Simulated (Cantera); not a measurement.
Gas mixture: NH3 : CO2 = 0.58 : 0.65 (molar parts), at 10.00 Torr, frozen composition.

Cantera's kinetic-theory transport with the Lennard-Jones parameters of GRI-Mech 3.0, ideal gas; thermal conductivity in the mixture-averaged form. Polar gases are described roughly by these parameters. The composition is frozen, though it would react at the higher temperatures.

D: mixture-averaged diffusion coefficient of that species in the mixture.

```csv
T (K),ρ (kg/m³),cp (J/kg/K),μ (µPa s),λ (mW/m/K),Pr,D (cm²/s) NH3,D (cm²/s) NO,D (cm²/s) C2H2
400,0.0125,1280,17.9,33.0,0.692,21.3,23.2,18.5
600,0.00836,___,___,___,0.689,___,___,___
800,0.00627,1641,32.8,78.6,0.684,79.4,78.9,65.7
1000,0.00502,1769,39.1,101,0.682,119,116,97.0
1200,0.00418,1870,44.8,123,0.679,164,157,133
1400,0.00358,1952,50.2,145,0.678,214,204,173
1600,0.00314,2019,55.2,165,0.676,270,255,217
1800,0.00279,2074,60.0,184,0.675,330,310,264
2000,0.00251,2118,64.5,___,0.674,___,___,___
```

Some entries are withheld; supply them.


- 600, cp (J/kg/K): 1483
- 600, μ (µPa s): 25.8
- 600, λ (mW/m/K): 55.4
- 600, D (cm²/s) NH3: 46.6
- 600, D (cm²/s) NO: 47.9
- 600, D (cm²/s) C2H2: 39.2
- 2000, λ (mW/m/K): 203
- 2000, D (cm²/s) NH3: 395
- 2000, D (cm²/s) NO: 370
- 2000, D (cm²/s) C2H2: 316
